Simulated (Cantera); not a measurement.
A Cantera script and its output.

```python
import numpy as np
import cantera as ct

gas = ct.Solution("gri30.yaml")
gas.TPX = 1723, 1000000, {'CH4': 1.6, 'O2': 5, 'N2': 18.8, 'H2O': 7.1}
reactor = ct.IdealGasConstPressureReactor(gas, energy="on", clone=False)
net = ct.ReactorNet([reactor])
net.rtol, net.atol = 1e-08, 1e-16
show = ['CH4', 'O2', 'H2O', 'N2O', 'H2', 'NO2', 'C2H4']
times = np.geomspace(1e-06, 5, 14)

steps = ct.SolutionArray(gas, extra=["t"])
rows = []
print(f"{'t/s':>10s}{'T/K':>9s}{'P/Pa':>11s}" + "".join(f"{s:>11s}" for s in show))
for t in times:
    while net.time < t:
        t_next = net.step()
        steps.append(gas.state, t=t_next)
    rows.append([np.interp(t, steps.t, y) for y in (steps.T, steps.P, *steps(*show).X.T)])
    print(f"{t:10.3e}{rows[-1][0]:9.1f}{rows[-1][1]:11.4g}" + "".join(f"{x:11.3e}" for x in rows[-1][2:]))
rate = np.gradient(steps.T, steps.t)
print("integrator steps:", len(steps.t))
if steps.T.max() > steps.T[0] + 200:
    print(f"time of steepest temperature rise: {steps.t[rate.argmax()]:.4e} s")
gas.TPX = 1723, 1000000, {'CH4': 1.6, 'O2': 5, 'N2': 18.8, 'H2O': 7.1}
gas.equilibrate("HP")
print(f"equilibrium (HP): T = {gas.T:.1f} K  " + "  ".join(f"{s} {gas[s].X[0]:.3e}" for s in show))
```

It prints:

```
       t/s      T/K       P/Pa        CH4         O2        H2O        N2O         H2        NO2       C2H4
 1.000e-06   1722.9      1e+06  4.920e-02  1.538e-01  2.185e-01  7.710e-11  4.423e-06  6.004e-17  8.155e-09
 3.276e-06   1722.7      1e+06  4.907e-02  1.538e-01  2.185e-01  4.542e-10  2.108e-05  2.151e-15  6.278e-07
 1.073e-05   1724.7      1e+06  4.794e-02  1.532e-01  2.192e-01  3.563e-09  2.127e-04  1.635e-13  4.270e-05
 3.515e-05   2450.4      1e+06  3.550e-13  5.897e-02  2.969e-01  1.444e-06  6.600e-03  3.273e-08  2.071e-20
 1.151e-04   2555.9      1e+06  7.227e-17  5.439e-02  3.051e-01  1.484e-06  3.227e-03  4.098e-07  3.470e-26
 3.772e-04   2554.5      1e+06  7.198e-17  5.396e-02  3.051e-01  1.479e-06  3.220e-03  1.615e-06  3.425e-26
 1.235e-03   2550.5      1e+06  7.115e-17  5.274e-02  3.053e-01  1.475e-06  3.199e-03  4.994e-06  3.320e-26
 4.047e-03   2543.5      1e+06  6.960e-17  5.057e-02  3.056e-01  1.503e-06  3.164e-03  1.088e-05  3.129e-26
 1.326e-02   2540.5      1e+06  6.893e-17  4.964e-02  3.057e-01  1.526e-06  3.149e-03  1.334e-05  3.048e-26
 4.343e-02   2540.4      1e+06  6.892e-17  4.962e-02  3.057e-01  1.527e-06  3.149e-03  1.338e-05  3.047e-26
 1.423e-01   2540.4      1e+06  6.892e-17  4.962e-02  3.057e-01  1.527e-06  3.149e-03  1.338e-05  3.047e-26
 4.660e-01   2540.4      1e+06  6.892e-17  4.962e-02  3.057e-01  1.527e-06  3.149e-03  1.338e-05  3.047e-26
 1.526e+00   2540.4      1e+06  6.892e-17  4.962e-02  3.057e-01  1.527e-06  3.149e-03  1.338e-05  3.047e-26
 5.000e+00   2540.4      1e+06  6.892e-17  4.962e-02  3.057e-01  1.527e-06  3.149e-03  1.338e-05  3.047e-26
integrator steps: 1710
time of steepest temperature rise: 3.1835e-05 s
equilibrium (HP): T = 2540.4 K  CH4 9.302e-17  O2 4.962e-02  H2O 3.057e-01  N2O 1.527e-06  H2 3.149e-03  NO2 1.338e-05  C2H4 3.566e-26
```

Model: GRI-Mech 3.0 (53 species, 325 reactions), integrated in Cantera.
